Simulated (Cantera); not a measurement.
Mixture: 18.2 % H2, 17.2 % O2, 64.6 % N2, at 10.0 bar, adiabatic and at constant pressure. Ignition delay is the time to a rise of 400 K.

Model: the H2/O2 subset of GRI-Mech 3.0, which has no nitrogen chemistry, integrated in Cantera. The hydrogen kinetics of GRI-Mech 3.0 are dated; newer H2 mechanisms differ, most at raised pressure. Below about 950 K walls govern HO2 and H2O2 in real vessels.

At T0 = 1275 K, what is the delay, and which 6 reactions control it most (d ln τ / d ln k, from doubling and halving each rate constant)?

The delay is 7.18 µs.
| reaction | d ln τ / d ln k | faster rate |
|---|---|---|
| H + O2 <=> O + OH | -2.12 | shortens it |
| H + O2 + N2 <=> HO2 + N2 | 1.28 | lengthens it |
| H + O2 + M <=> HO2 + M | 0.53 | lengthens it |
| H2 + O <=> H + OH | -0.26 | shortens it |
| H + O2 + O2 <=> HO2 + O2 | 0.22 | lengthens it |
| H + HO2 <=> 2 OH | -0.14 | shortens it |
